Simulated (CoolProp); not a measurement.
R134a at 304.32 K and 0.0915 MPa is compressed adiabatically to 0.689 MPa with isentropic efficiency 0.8. Each further row changes one setting.

The numbers come from the reference Helmholtz-energy equation of state, Tillner-Roth 1994 in CoolProp.

```
case             work (kJ/kg)  final temperature (K)  final density (kg/m³)
---------------  ------------  ---------------------  ---------------------
as stated                   ?                      ?                      ?
efficiency 1                ?                      ?                   24.5
efficiency 0.65             ?                      ?                      ?
```

Q: Some entries are withheld; supply them.

A: 
- as stated, work (kJ/kg): 66.6
- as stated, final temperature (K): 382.9
- as stated, final density (kg/m³): 23.4
- efficiency 1, work (kJ/kg): 53.3
- efficiency 1, final temperature (K): 369.8
- efficiency 0.65, work (kJ/kg): 82.0
- efficiency 0.65, final temperature (K): 397.8
- efficiency 0.65, final density (kg/m³): 22.4
